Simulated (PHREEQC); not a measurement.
**Brine: an equilibrium model**

A solution holds 120 mmol/kgw NaOH, 150 mmol/kgw K2SO4 and 0.44 mmol/kgw NaCl, at 25 °C. Closed to the air; pH follows from the charge balance.

All values are PHREEQC results (ion-association model, phreeqc.dat), not measurements.

No solid was allowed to form.

Problem. What pH, specific conductance does the model give?

Solution. pH 12.88; specific conductance 44100 µS/cm.

Problem. In which forms is S present?

Solution. SO4-2 68 %, KSO4- 24 %, NaSO4- 8.0 % of the S.

Complexes and solids missing from the database can't appear.
